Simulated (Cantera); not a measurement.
Source: NASA polynomial tables (part measured, part estimated), evaluated in Cantera. Values are per mole of reaction as written; species without (g) are pure solids or liquids, kept so even where they would boil at 1 bar.

Problem. Between 1123 and 1648 K, where is each reaction favourable under standard conditions?
- Ta + H2O2(g) → H2(g) + TaO2(g)
- 2 OH(g) + 4 TaO2(g) → 2 Ta2O5 + H2(g)

Solution. 
- Ta + H2O2(g) → H2(g) + TaO2(g): ΔG° is -218 kJ at 1123 K and -289 kJ at 1648 K; it stays negative (K > 1). ΔH° is -69 kJ and ΔS° 133 J/K at 1648 K.
- 2 OH(g) + 4 TaO2(g) → 2 Ta2O5 + H2(g): ΔG° is -2218 kJ at 1123 K and -1730 kJ at 1648 K; it stays negative (K > 1). ΔH° is -3226 kJ and ΔS° -908 J/K at 1648 K.
